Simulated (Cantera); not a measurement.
Cantera run:

```python
import numpy as np
import cantera as ct

gas_names = """
    H2 NH3 AL N
""".split()
cond_names = """
    ALN(s) AL(cr) AL(L)
""".split()


# ... load() reads the species with a 1 bar reference pressure and builds the phases ...
species = {s.name: s for s in load("nasa_gas.yaml", gas_names) + load("nasa_condensed.yaml", cond_names)}
# Each term lists the table entries of one substance; the one whose range holds T is used.
reactions = {
    '2 AlN + 3 H2(g) = 2 NH3(g) + 2 Al(g)':
        [(-2, ['ALN(s)']), (-3, ['H2']), (2, ['NH3']), (2, ['AL'])],
    'Al + N(g) = AlN':
        [(-1, ['AL(cr)', 'AL(L)']), (-1, ['N']), (1, ['ALN(s)'])],
}


def pick(names, T):
    return next(species[n] for n in names if species[n].thermo.min_temp <= T <= species[n].thermo.max_temp)


results = []
for label, terms in reactions.items():
    print(label)
    print("     T/K   dH/kJ  dS/(J/K)   dG/kJ   log10 K")
    for T in [898, 973, 1048, 1123, 1198, 1273, 1348, 1423, 1498, 1573]:
        used = [(nu, pick(names, T)) for nu, names in terms]
        dH = sum(nu * s.thermo.h(T) for nu, s in used) / 1e6
        dS = sum(nu * s.thermo.s(T) for nu, s in used) / 1e3
        dG = dH - T * dS / 1e3
        logK = -dG * 1e6 / (ct.gas_constant * T * np.log(10))
        results.append((label, T, dH, dS, dG, logK, [s.name for _, s in used]))
        print(f"{T:8g} {dH:8.1f} {dS:8.1f} {dG:8.1f} {logK:8.2f}")
```

It prints:

```
2 AlN + 3 H2(g) = 2 NH3(g) + 2 Al(g)
     T/K   dH/kJ  dS/(J/K)   dG/kJ   log10 K
     898   1179.2    237.7    965.7   -56.17
     973   1176.6    234.9    948.0   -50.89
    1048   1174.1    232.4    930.5   -46.38
    1123   1171.7    230.2    913.2   -42.47
    1198   1169.4    228.3    896.0   -39.06
    1273   1167.2    226.5    878.9   -36.06
    1348   1165.2    224.9    862.0   -33.40
    1423   1163.2    223.5    845.2   -31.02
    1498   1161.3    222.2    828.5   -28.89
    1573   1159.4    221.0    811.8   -26.96
Al + N(g) = AlN
     T/K   dH/kJ  dS/(J/K)   dG/kJ   log10 K
     898   -794.8   -170.1   -642.1    37.35
     973   -805.9   -182.0   -628.9    33.76
    1048   -806.2   -182.3   -615.2    30.66
    1123   -806.5   -182.5   -601.6    27.98
    1198   -806.7   -182.7   -587.9    25.63
    1273   -807.0   -182.9   -574.2    23.56
    1348   -807.1   -183.0   -560.4    21.72
    1423   -807.3   -183.1   -546.7    20.07
    1498   -807.5   -183.3   -533.0    18.58
    1573   -807.6   -183.3   -519.2    17.24
```

Source: NASA polynomial tables (part measured, part estimated), evaluated in Cantera. Condensed species are held in their standard states even where they would react or evaporate.
